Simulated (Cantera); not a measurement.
Input: 1 mol borazine, 0.18 mol NH3, 0.16 mol N2, equilibrated at 83000 Pa.

Method: chemical equilibrium by Gibbs-energy minimisation in Cantera with the NASA 1993 tables (ideal gas, pure condensed phases). Candidate condensed phases: B, BN; 15 gas species. The feed counts by its element totals alone. The numbers say what is thermodynamically allowed, not how fast it happens. All values below are at 1475 K.

Base state: H2 0.929, N2 0.0710, H 1.37e-5, NH3 1.32e-5 (mole fractions); condensed: BN(s).

**Question.** What changes in the equilibrium state with this change: borazine replaced by B?

**Answer.** 
```tsv
species	before	after
H2	0.929	1.000
H	1.37e-5	1.42e-5
N2	0.0710	3.33e-9
NH3	1.32e-5	3.20e-9
BN(s), mol	3.00	0.500
B(s), mol	0	0.500
```
Mutual solubility and eutectic melting of coexisting phases are not modelled.
